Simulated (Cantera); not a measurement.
A perfectly stirred reactor is fed with NH₃ : H₂ : N₂ = 1 : 0.18 : 0.056 (molar parts), at 1.00 bar; it is held at 1648 K, and followed from long to short residence time.

Model: the gas-phase N/H chemistry of the illustrative SiF4/NH3 mechanism in the Surface Chemkin manual (1991), integrated in Cantera. Walls and surfaces, which speed up NH3 decomposition in real reactors, are not modelled.

**Question.** Predict: x(NH₃) at τ = 1.60 s; x(H₂) at τ = 1.60 s; x(N₂H₂) at τ = 1.60 s; x(H) at τ = 1.60 s; x(NH₂) at τ = 1.60 s; x(NH₃) at τ = 12.0 ms; x(H₂) at τ = 12.0 ms; x(N₂H₂) at τ = 12.0 ms; x(H) at τ = 12.0 ms; x(NH₂) at τ = 12.0 ms.

**Answer.** x(NH₃) at τ = 1.60 s: 0.536
x(H₂) at τ = 1.60 s: 0.350
x(N₂H₂) at τ = 1.60 s: 3.41e-7
x(H) at τ = 1.60 s: 2.45e-5
x(NH₂) at τ = 1.60 s: 9.20e-5
x(NH₃) at τ = 12.0 ms: 0.805
x(H₂) at τ = 12.0 ms: 0.148
x(N₂H₂) at τ = 12.0 ms: 6.97e-7
x(H) at τ = 12.0 ms: 9.14e-6
x(NH₂) at τ = 12.0 ms: 0.000122
